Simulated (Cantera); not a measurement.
A perfectly stirred reactor is fed with CH4 : O2 : N2 = 1 : 1.67 : 6.27 (molar parts), equivalence ratio 1.2, at 1.20 bar; it is adiabatic with a 648 K inlet, and is followed from long to short residence time, starting on the burning branch (τ in s: 0.073, 0.039, 0.02, 0.011, 0.0057, 0.003, 0.0016, 0.00084, 0.00044, 0.00023, 0.00012, 6.5e-05).

Cantera simulation using GRI-Mech 3.0 (53 species, 325 reactions); the numbers are that mechanism's predictions, not measurements.

x: mole fraction; the columns are a selection and need not sum to one.

| τ (s) | T (K) | x CH4 | x O2 | x CH2O | x NO | x CH2CO | x CH2 | x CO |
|---|---|---|---|---|---|---|---|---|
| 0.073 | 2354 | 5.00e-6 | 0.000621 | ___ | 0.000709 | 4.69e-9 | 2.72e-7 | 0.0476 |
| 0.039 | 2348 | 7.94e-6 | 0.000775 | ___ | 0.000701 | 7.71e-9 | 4.57e-7 | 0.0478 |
| 0.020 | 2339 | 1.25e-5 | 0.00103 | ___ | 0.000685 | 1.25e-8 | 7.64e-7 | 0.0480 |
| 0.011 | 2326 | 1.84e-5 | 0.00138 | ___ | 0.000661 | 1.86e-8 | 1.17e-6 | 0.0483 |
| 0.0057 | 2309 | 2.80e-5 | 0.00191 | ___ | 0.000619 | 2.83e-8 | 1.81e-6 | 0.0488 |
| 0.0030 | 2286 | 4.25e-5 | 0.00263 | ___ | 0.000560 | 4.25e-8 | 2.70e-6 | 0.0494 |
| 0.0016 | 2259 | 6.55e-5 | 0.00355 | ___ | 0.000488 | 6.51e-8 | 3.95e-6 | 0.0502 |
| 0.00084 | 2227 | 0.000105 | 0.00475 | ___ | 0.000406 | 1.08e-7 | 5.83e-6 | 0.0511 |
| 0.00044 | 2191 | 0.000177 | 0.00624 | ___ | 0.000325 | 1.98e-7 | 8.75e-6 | 0.0523 |
| 0.00023 | 2153 | 0.000314 | 0.00820 | ___ | 0.000252 | 4.27e-7 | 1.36e-5 | 0.0540 |
| 0.00012 | 2110 | 0.000604 | 0.0111 | ___ | 0.000187 | 1.14e-6 | 2.26e-5 | 0.0566 |
| 6.5e-5 | 2057 | 0.00129 | 0.0163 | ___ | 0.000125 | 3.95e-6 | 3.96e-5 | 0.0609 |

### Question
What belongs in the gaps?

### Answer

- 0.073, x CH2O: 5.57e-7
- 0.039, x CH2O: 9.22e-7
- 0.020, x CH2O: 1.52e-6
- 0.011, x CH2O: 2.31e-6
- 0.0057, x CH2O: 3.59e-6
- 0.0030, x CH2O: 5.49e-6
- 0.0016, x CH2O: 8.35e-6
- 0.00084, x CH2O: 1.31e-5
- 0.00044, x CH2O: 2.12e-5
- 0.00023, x CH2O: 3.60e-5
- 0.00012, x CH2O: 6.57e-5
- 6.5e-5, x CH2O: 0.000130
